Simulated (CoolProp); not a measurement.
The numbers come from the reference Helmholtz-energy equation of state, Platzer 1990 in CoolProp. This equation is an older, rougher fit; its heat capacities, sound speeds and derivatives of the liquid may be far off and weren't checked against measurements.

**Question.** Give the vapour pressure (bar), liquid density (kg/m³), vapour density (kg/m³) of saturated R114 at 329.4, 358 K.

**Answer.** 
```json
[
 {"T (K)": "329.4", "p (bar)": "5.27", "liquid density (kg/m³)": "1350", "vapour density (kg/m³)": "38.0"},
 {"T (K)": "358", "p (bar)": "10.4", "liquid density (kg/m³)": "1240", "vapour density (kg/m³)": "76.4"}
]
```
